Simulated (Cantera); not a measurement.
Input: 1 mol SiF4, 1 mol O3, 16 mol H2, held at 53.3 Torr.

These are equilibrium values from Cantera (NASA tables, ideal gas, pure condensed phases), not measurements of a reactor. Candidate condensed phases: H2O, Si, SiO2; 38 gas species. The tables hold silica as quartz up to 1696 K and as liquid above; real silica turns to tridymite and cristobalite and melts near 1996 K. Kinetics and transport are ignored. All values below are at 900 °C.

Base state: H2 0.729, HF 0.185, H2O 0.0756, SiF4 0.00977 (mole fractions); condensed: SiO2(β-quartz).

Problem. What changes in the equilibrium state with this change: H2 from 16 to 0.11 mol?

Solution. 
```tsv
species	before	after
O2	<1e-9	0.554
SiF4	0.00977	0.364
HF	0.185	0.0798
H2	0.729	<1e-9
H2O	0.0756	0.00230
SiO2(β-quartz), mol	0.826	0.0520
```
